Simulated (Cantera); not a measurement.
A closed system holds: 1 mol Cu2O, 1.3 mol CO, 0.46 mol C, equilibrated at 1.80 mbar.

These are equilibrium values from Cantera (NASA tables, ideal gas, pure condensed phases), not measurements of a reactor. Candidate condensed phases: C, Cu, CuO, Cu2O; 15 gas species. Equilibrium is a limit: real reactors are often held back by kinetics, nucleation or transport.

What share of the Cu ends up in condensed phases as a function of T (K), at 1175, 1225, 1275, 1325, 1375, 1425, 1475, 1525, 1575, 1625, 1675, 1725, 1775, 1825?


```tsv
T (K)	Cu condensed (%)	as
1175	100.0	Cu(s)
1225	100.0	Cu(s)
1275	100.0	Cu(s)
1325	100.0	Cu(s)
1375	100.0	Cu(l)
1425	99.9	Cu(l)
1475	99.7	Cu(l)
1525	99.4	Cu(l)
1575	98.6	Cu(l)
1625	97.1	Cu(l)
1675	94.0	Cu(l)
1725	87.8	Cu(l)
1775	74.4	Cu(l)
1825	41.0	Cu(l)
```
